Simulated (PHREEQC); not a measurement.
Consider water at 60 °C with 0.16 mol (NH4)2SiF6 per kg of water. Closed to the air; pH follows from the charge balance.

All values are PHREEQC results (ion-association model, wateq4f.dat), not measurements.

**Question.** The ionic strength comes out as 0.479 mol/kgw. What activity coefficients do F-, H+, HF2-, SiF6-2, NH4+ get?

**Answer.** F- 0.62, H+ 0.75, HF2- 0.62, SiF6-2 0.20, NH4+ 0.72.

This is a speciation only: nothing precipitates in the calculation. The solution is supersaturated, for example in Quartz (slow to form), Chalcedony (slow to form), so a real one may precipitate; this is no full list. Complexes and solids missing from the database can't appear. At this temperature some constants are extrapolated from 25 °C, and those without enthalpy data are left unchanged. SiF6-2 is the database's only silicon fluoride.
